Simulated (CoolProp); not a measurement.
Vapour-liquid equilibrium of propylene (1) + R142b (2) at 250.6 K; x and y are mole fractions of (1).

Model: multi-fluid Helmholtz-energy mixture model, Lemmon 2013 and Lemmon 2006; pair parameters Bell 2016, in CoolProp.

**Question.** Give the bubble pressure and the first vapour's composition at x = 0.35, 0.8, 0.95. Is there an azeotrope?

**Answer.** x = 0.35: 0.1482 MPa, y = 0.736; x = 0.8: 0.2403 MPa, y = 0.937; x = 0.95: 0.2691 MPa, y = 0.984. No azeotrope shows between x = 0.05 and 0.95.

Pair parameters are fitted to limited data, so mixtures are less certain than the pure fluids.
